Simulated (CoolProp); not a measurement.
Vapour-liquid equilibrium of n-perfluoropentane (1) + n-pentane (2) at 74.95 °C; x and y are mole fractions of (1).

The numbers come from the multi-fluid Helmholtz-energy mixture model, Gao 2022 and Thol 2019; pair parameters Bell 2016 in CoolProp.

**Question.** Give the bubble pressure and the first vapour's composition at x = 0.2, 0.35, 0.65. Is there an azeotrope?

**Answer.** x = 0.2: 5.145 bar, y = 0.424; x = 0.35: 5.422 bar, y = 0.483; x = 0.65: 5.463 bar, y = 0.585. y crosses x between x = 0.5 and 0.65: the model has an azeotrope there.

The pair parameters rest on a limited set of measurements; away from them the model extrapolates. With so large a gap from Raoult's law the liquid may split in two, which this calculation doesn't test in full.
